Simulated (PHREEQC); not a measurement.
Solution (55 °C and 100 atm): 36 mmol/kgw HF, 66 mmol/kgw KF, 0.036 mmol/kgw H2SiF6 and 0.4 mmol/kgw HCl. Closed to the air; pH follows from the charge balance.

The numbers come from PHREEQC with the ion-association model, phreeqc.dat.

This is a speciation only: nothing precipitates in the calculation.

### Question
Estimate the pH, density, ionic strength.

### Answer
pH 3.59; density 0.993 g/cm³; ionic strength 0.0663 mol/kgw.

### Question
In which forms is F present?

### Answer
F- 57 %, HF 28 %, HF2- 14 % of the F.

Species that the database lacks are ignored. Under pressure, the constants of complexes without a molar volume in the database are unreliable. Away from 25 °C the constants follow the database's enthalpies or fits; those with neither stay at their 25 °C values. SiF6-2 is the database's only silicon fluoride.
